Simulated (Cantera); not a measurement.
Mixture: CH4 : C2H6 : O2 : N2 : H2O = 1 : 0.075 : 5.26 : 19.8 : 1.2 (molar parts), equivalence ratio 0.43, at 12800 Torr, adiabatic and at constant volume. Ignition delay is the time to a rise of 400 K.

Computed with Cantera and GRI-Mech 3.0 (53 species, 325 reactions). The pressure lies above the range GRI-Mech 3.0 was tuned for (to about 10 atm).

Q: What does this change do: pressure from 12800 Torr to 750 Torr?

A: 
```
quantity                                                before       after
--------------------------------------------------  ----------  ----------
delay at 1200 K                                       0.929 ms     5.84 ms
delay at 1275 K                                       0.368 ms     2.44 ms
delay at 1350 K                                       0.162 ms     1.09 ms
delay at 1425 K                                        77.7 µs    0.511 ms
delay at 1500 K                                        39.9 µs    0.258 ms
delay at 1575 K                                        21.6 µs    0.141 ms
apparent activation energy between 1425 and 1575 K  160 kJ/mol  160 kJ/mol
```

Q: What does this change do: pressure from 12800 Torr to 510 Torr?

A: 
```
quantity                                                before       after
--------------------------------------------------  ----------  ----------
delay at 1200 K                                       0.929 ms     7.63 ms
delay at 1275 K                                       0.368 ms     3.17 ms
delay at 1350 K                                       0.162 ms     1.40 ms
delay at 1425 K                                        77.7 µs    0.659 ms
delay at 1500 K                                        39.9 µs    0.335 ms
delay at 1575 K                                        21.6 µs    0.186 ms
apparent activation energy between 1425 and 1575 K  160 kJ/mol  160 kJ/mol
```
